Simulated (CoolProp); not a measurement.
Model: reference Helmholtz-energy equation of state, Akasaka 2015, in CoolProp.

### Question
Give the vapour pressure (MPa), liquid cp (kJ/(kg K)), surface tension (mN/m), vapour viscosity (µPa s) of saturated R245fa at 347.6, 356.9 K.

### Answer
| T (K) | p (MPa) | liquid cp (kJ/(kg K)) | surface tension (mN/m) | vapour viscosity (µPa s) |
|---|---|---|---|---|
| 347.6 | 0.685 | 1.47 | 7.53 | 14.0 |
| 356.9 | 0.866 | 1.51 | 6.46 | 14.5 |

Viscosity comes from a separate model (Bell 2016), an estimate that may be off by 10 % or more. Surface tension comes from a separate correlation (Mulero 2012).
